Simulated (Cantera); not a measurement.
Cantera run:

```python
import numpy as np
import cantera as ct

gas_names = [...]  # 110 gases of nasa_gas.yaml made of C, H, O
cond_names = """
    C(gr) C6H6(L) C7H8(L) C8H18(L),n-octa H2O(s) H2O(L)
""".split()


# ... load() reads the species with a 1 bar reference pressure and builds the phases ...
atoms = {
    'acetone': {'C': 3, 'H': 6, 'O': 1},
    'H2O': {'H': 2, 'O': 1},
}
top_T = {'C(gr)': 4500}  # K; cautious upper limits of use, not melting points


# ... equilibrate(T, P, feed) seeds the gas with the atoms and calls Mixture.equilibrate('TP', solver="vcs", rtol=1e-11, max_steps=5000) ...
results = []
feed = {'acetone': 1, 'H2O': 0.099}  # mol
T = 1175  # K
for P in [10, 56, 320, 1800, 10000, 56000, 320000, 1800000, 10000000]:
    mix = equilibrate(T, P, feed)
    results.append((T, P, feed, dict(zip(mix.species_names, mix.species_moles))))

top = {s: max(r[3][s] / sum(r[3][g] for g in gas_names) for r in results) for s in gas_names}
cols = sorted((s for s in top if top[s] > 0.0001), key=lambda s: -top[s])[:5]
seen = [c for c in cond_names if any(r[3].get(c, 0) > 1e-12 for r in results)]
print("log10 of partial pressures in bar; condensed amounts in mol")
print(f"{'P/Pa':>10s}" + "".join(f"{s[:9]:>10s}" for s in cols + seen))
for T, P, feed, n in results:
    ng = sum(n[g] for g in gas_names)
    print(f"{P:10.4g}" + "".join(f"{np.log10(max(n[s] / ng * P / 1e5, 1e-99)):10.3f}" for s in cols)
          + "".join(f"{n.get(c, 0):10.4g}" for c in seen))
```

It prints:

```
log10 of partial pressures in bar; condensed amounts in mol
      P/Pa        H2       CH4        CO       H2O       CO2     C(gr)
        10    -4.132    -9.981    -4.582   -10.174   -10.731     1.901
        56    -3.384    -8.485    -3.834    -8.678    -9.235     1.901
       320    -2.627    -6.971    -3.077    -7.164    -7.721     1.901
      1800    -1.877    -5.471    -2.327    -5.664    -6.221     1.901
     1e+04    -1.133    -3.983    -1.583    -4.176    -4.733       1.9
   5.6e+04    -0.388    -2.494    -0.839    -2.687    -3.245     1.897
   3.2e+05     0.350    -1.018    -0.103    -1.214    -1.774     1.879
   1.8e+06     1.022     0.327     0.563     0.125    -0.442     1.819
     1e+07     1.579     1.440     1.112     1.231     0.657     1.732
```

These are equilibrium values from Cantera (NASA tables, ideal gas, pure condensed phases), not measurements of a reactor. The feed counts by its element totals alone. The ideal-gas law is rough above about 30 bar.
